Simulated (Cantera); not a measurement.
An isothermal, constant-pressure homogeneous reactor starts with CH4 : CO2 : H2 = 1 : 0.53 : 0.15 (molar parts), at 1625 K and 3.26 atm.

Cantera simulation using GRI-Mech 3.0 (53 species, 325 reactions); the numbers are that mechanism's predictions, not measurements. GRI-Mech 3.0 stops at C3 and has no aromatics, soot or wall deposition, so with more carbon than oxygen in the feed, carbon stays in small species such as C2H2 where larger ones or solid carbon would form.

x: mole fraction; the columns are a selection and need not sum to one.

```json
[
 {"t (s)": "0.000200", "x CH4": "0.590", "x CO2": "0.315", "x H2": "0.0918", "x OH": "1.95e-8", "x HO2": "<1e-12", "x H": "4.09e-6", "x C2H4": "0.000642"},
 {"t (s)": "0.000511", "x CH4": "0.581", "x CO2": "0.313", "x H2": "0.0977", "x OH": "?", "x HO2": "<1e-12", "x H": "?", "x C2H4": "?"},
 {"t (s)": "0.00130", "x CH4": "0.555", "x CO2": "0.307", "x H2": "0.117", "x OH": "3.55e-8", "x HO2": "<1e-12", "x H": "6.48e-6", "x C2H4": "0.00885"},
 {"t (s)": "0.00333", "x CH4": "0.495", "x CO2": "0.290", "x H2": "0.163", "x OH": "5.51e-8", "x HO2": "<1e-12", "x H": "8.55e-6", "x C2H4": "0.0130"},
 {"t (s)": "0.00850", "x CH4": "0.391", "x CO2": "0.251", "x H2": "0.239", "x OH": "9.99e-8", "x HO2": "<1e-12", "x H": "1.19e-5", "x C2H4": "0.0114"},
 {"t (s)": "0.0217", "x CH4": "0.257", "x CO2": "0.178", "x H2": "0.312", "x OH": "1.99e-7", "x HO2": "<1e-12", "x H": "1.60e-5", "x C2H4": "0.0118"},
 {"t (s)": "0.0554", "x CH4": "0.137", "x CO2": "0.0801", "x H2": "0.347", "x OH": "3.63e-7", "x HO2": "<1e-12", "x H": "2.00e-5", "x C2H4": "0.0139"},
 {"t (s)": "0.141", "x CH4": "0.0812", "x CO2": "0.0310", "x H2": "0.375", "x OH": "4.26e-7", "x HO2": "<1e-12", "x H": "2.37e-5", "x C2H4": "0.0149"},
 {"t (s)": "0.361", "x CH4": "0.0760", "x CO2": "0.0239", "x H2": "0.409", "x OH": "3.28e-7", "x HO2": "<1e-12", "x H": "2.51e-5", "x C2H4": "0.0138"},
 {"t (s)": "0.922", "x CH4": "0.0747", "x CO2": "0.0163", "x H2": "0.452", "x OH": "2.01e-7", "x HO2": "<1e-12", "x H": "2.63e-5", "x C2H4": "0.0116"},
 {"t (s)": "2.35", "x CH4": "0.0707", "x CO2": "0.00814", "x H2": "0.494", "x OH": "9.15e-8", "x HO2": "<1e-12", "x H": "2.75e-5", "x C2H4": "0.00897"},
 {"t (s)": "6.01", "x CH4": "0.0660", "x CO2": "0.00234", "x H2": "0.524", "x OH": "2.51e-8", "x HO2": "<1e-12", "x H": "2.83e-5", "x C2H4": "0.00709"},
 {"t (s)": "15.3", "x CH4": "0.0637", "x CO2": "?", "x H2": "0.536", "x OH": "?", "x HO2": "<1e-12", "x H": "2.86e-5", "x C2H4": "0.00639"},
 {"t (s)": "39.2", "x CH4": "0.0635", "x CO2": "2.49e-6", "x H2": "0.537", "x OH": "2.64e-11", "x HO2": "<1e-12", "x H": "2.86e-5", "x C2H4": "0.00633"},
 {"t (s)": "100", "x CH4": "0.0635", "x CO2": "2.11e-6", "x H2": "0.537", "x OH": "2.23e-11", "x HO2": "<1e-12", "x H": "2.86e-5", "x C2H4": "0.00633"}
]
```

### Question
Complete the blanks.

### Answer

- 0.000511, x OH: 2.62e-8
- 0.000511, x H: 5.26e-6
- 0.000511, x C2H4: 0.00301
- 15.3, x CO2: 0.000186
- 15.3, x OH: 1.96e-9
